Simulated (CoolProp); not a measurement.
Properties of R143a along the isotherm 500 K.

Computed with CoolProp (reference Helmholtz-energy equation of state, Lemmon and Jacobsen 2000).

```csv
p (MPa),phase,cp (kJ/(kg K)),expansivity (1/kK),Prandtl number
0.0178,gas,1.277,2.004,(withheld)
0.0366,gas,(withheld),2.008,0.605
0.0752,gas,(withheld),2.016,0.605
0.155,gas,1.281,2.033,(withheld)
0.317,gas,1.284,2.068,0.610
0.652,gas,1.292,2.142,(withheld)
1.34,gas,1.309,2.300,(withheld)
2.75,gas,1.346,2.650,(withheld)
5.64,supercritical,1.433,3.438,0.762
```

Task: Complete the blanks.

Result: 
- 0.0178, Prandtl number: 0.604
- 0.0366, cp (kJ/(kg K)): 1.278
- 0.0752, cp (kJ/(kg K)): 1.279
- 0.155, Prandtl number: 0.607
- 0.652, Prandtl number: 0.617
- 1.34, Prandtl number: 0.632
- 2.75, Prandtl number: 0.668

Viscosity comes from a separate model (Klein 1997), an estimate that may be off by 10 % or more. Thermal conductivity comes from a separate model (McLinden 2000), an estimate that may be off by 10 % or more.
